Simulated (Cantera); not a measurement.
# Transport properties of process gases

Gas mixture: NO = 0.6 (molar parts), at 0.0267 bar, frozen composition.

Cantera's kinetic-theory transport with the Lennard-Jones parameters of GRI-Mech 3.0, ideal gas; thermal conductivity in the multicomponent form. The composition is frozen, though it would react at the higher temperatures.

```json
[
 {"T (K)": "400", "ρ (kg/m³)": "0.0241", "cp (J/kg/K)": "998.6", "μ (µPa s)": "23.1", "λ (mW/m/K)": "32.5", "Pr": "0.711", "D (cm²/s) CH4": "14.0", "D (cm²/s) O": "20.0", "D (cm²/s) H2O": "14.9"},
 {"T (K)": "650", "ρ (kg/m³)": "0.0148", "cp (J/kg/K)": "1054", "μ (µPa s)": "32.3", "λ (mW/m/K)": "48.1", "Pr": "0.708", "D (cm²/s) CH4": "32.3", "D (cm²/s) O": "45.6", "D (cm²/s) H2O": "36.5"},
 {"T (K)": "900", "ρ (kg/m³)": "0.0107", "cp (J/kg/K)": "1114", "μ (µPa s)": "40.1", "λ (mW/m/K)": "63.1", "Pr": "0.707", "D (cm²/s) CH4": "56.0", "D (cm²/s) O": "78.6", "D (cm²/s) H2O": "65.0"},
 {"T (K)": "1150", "ρ (kg/m³)": "0.00837", "cp (J/kg/K)": "1153", "μ (µPa s)": "47.0", "λ (mW/m/K)": "76.7", "Pr": "0.707", "D (cm²/s) CH4": "84.3", "D (cm²/s) O": "118", "D (cm²/s) H2O": "99.5"},
 {"T (K)": "1400", "ρ (kg/m³)": "0.00687", "cp (J/kg/K)": "1181", "μ (µPa s)": "53.4", "λ (mW/m/K)": "89.3", "Pr": "0.707", "D (cm²/s) CH4": "117", "D (cm²/s) O": "164", "D (cm²/s) H2O": "139"},
 {"T (K)": "1650", "ρ (kg/m³)": "0.00583", "cp (J/kg/K)": "1202", "μ (µPa s)": "59.4", "λ (mW/m/K)": "101", "Pr": "0.706", "D (cm²/s) CH4": "154", "D (cm²/s) O": "215", "D (cm²/s) H2O": "184"}
]
```
D: mixture-averaged diffusion coefficient of that species in the mixture.
